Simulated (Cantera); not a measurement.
A perfectly stirred reactor is fed with CH4 : C2H6 : C3H8 : O2 : N2 = 1 : 0.29 : 0.51 : 14 : 64.8 (molar parts), at 550000 Pa; it is adiabatic with a 750 K inlet, and is followed from long to short residence time, starting on the burning branch (τ in s: 0.23, 0.088, 0.034, 0.013, 0.0051, 0.002, 0.00077, 0.0003, 0.00012, 4.5e-05).

Model: GRI-Mech 3.0 (53 species, 325 reactions), integrated in Cantera. GRI-Mech 3.0 was tuned for natural gas; its chemistry of propane as a main component is partial and can be far from experiment.

Q: Predict: blow-out, bracketed by the residence times tried; x(CH4) at τ = 0.230 s; x(C2H6) at τ = 0.230 s; x(C3H8) at τ = 0.230 s; x(CH3) at τ = 0.230 s; x(CH4) at τ = 2.00 ms; x(C2H6) at τ = 2.00 ms; x(C3H8) at τ = 2.00 ms; x(HCO) at τ = 2.00 ms; x(CH3) at τ = 2.00 ms.

A: 
| Property | Result |
|---|---|
| blow-out, bracketed by the residence times tried | burning at 2.00 ms, out at 0.770 ms |
| x(CH4) at τ = 0.230 s | 2.83e-6 |
| x(C2H6) at τ = 0.230 s | 1.95e-7 |
| x(C3H8) at τ = 0.230 s | 3.63e-7 |
| x(CH3) at τ = 0.230 s | 5.20e-7 |
| x(CH4) at τ = 2.00 ms | 9.26e-5 |
| x(C2H6) at τ = 2.00 ms | 6.95e-6 |
| x(C3H8) at τ = 2.00 ms | 1.28e-5 |
| x(HCO) at τ = 2.00 ms | 1.07e-7 |
| x(CH3) at τ = 2.00 ms | 1.49e-5 |
